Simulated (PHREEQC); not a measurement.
Reverse-osmosis reject: an equilibrium model

Synthetic water in mmol/kgw, 25 °C, pH 7.29: Na 84.2; K 4.52; Ca 2.08; Mg 1.04; Cl 75; S(6) 9.58; Alkalinity (meq/kgw) 0.542; B 0.0724.

Valence states are taken as typed.

Computed with PHREEQC (Pitzer model, pitzer.dat).

```
Item                         Result
--------------------  -------------
ionic strength        0.107 mol/kgw
specific conductance     9830 µS/cm
density                 1.001 g/cm³
osmotic coefficient           0.911
charge-balance error          0.1 %
```

| species | molality | activity | log γ |
|---|---|---|---|
| Na+ | 0.0842 | 0.0654 | -0.110 |
| Cl- | 0.0750 | 0.0572 | -0.118 |
| SO4-2 | 0.00958 | 0.00284 | -0.528 |
| K+ | 0.00452 | 0.00346 | -0.117 |
| Ca+2 | 0.00208 | 0.000643 | -0.510 |
| Mg+2 | 0.00104 | 0.000350 | -0.473 |

This is a speciation only: nothing precipitates in the calculation.
